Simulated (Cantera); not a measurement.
# Carbothermic reduction: MgO + CO + H2

Input: 1 mol MgO, 0.68 mol CO, 2.8 mol H2, at 0.110 bar.

These are equilibrium values from Cantera (NASA tables, ideal gas, pure condensed phases), not measurements of a reactor. Candidate condensed phases: C, C6H6, C7H8, C8H18, H2O, Mg, MgCO3, MgO, Mg(OH)2; 116 gas species. The tables' values for MgH are old estimates; treat these amounts as uncertain. Rates play no part.

From 1277 °C to 1827 °C the condensed part is MgO(s). The main Mg-bearing gas is Mg throughout.

| T (°C) | x H2 | x CO | x Mg | x H2O | x H | x CO2 | n MgO(s) |
|---|---|---|---|---|---|---|---|
| 1277 | 0.804 | 0.195 | 0.000157 | 0.000163 | 8.52e-5 | 1.41e-5 | 0.999 |
| 1327 | 0.804 | 0.195 | 0.000295 | 0.000280 | 0.000147 | 2.26e-5 | 0.999 |
| 1377 | 0.803 | 0.195 | 0.000514 | 0.000482 | 0.000246 | 3.64e-5 | 0.998 |
| 1427 | 0.803 | 0.195 | 0.000860 | 0.000807 | 0.000398 | 5.74e-5 | 0.997 |
| 1477 | 0.802 | 0.195 | 0.00139 | 0.00131 | 0.000628 | 8.82e-5 | 0.995 |
| 1527 | 0.800 | 0.195 | 0.00220 | 0.00207 | 0.000966 | 0.000132 | 0.992 |
| 1577 | 0.797 | 0.194 | 0.00338 | 0.00319 | 0.00145 | 0.000194 | 0.988 |
| 1627 | 0.794 | 0.194 | 0.00506 | 0.00480 | 0.00213 | 0.000279 | 0.982 |
| 1677 | 0.789 | 0.193 | 0.00742 | 0.00706 | 0.00307 | 0.000393 | 0.974 |
| 1727 | 0.782 | 0.192 | 0.0107 | 0.0101 | 0.00434 | 0.000545 | 0.962 |
| 1777 | 0.773 | 0.191 | 0.0150 | 0.0143 | 0.00601 | 0.000743 | 0.946 |
| 1827 | 0.761 | 0.190 | 0.0207 | 0.0198 | 0.00819 | 0.000997 | 0.925 |
x: gas mole fraction; n: condensed amount in mol.
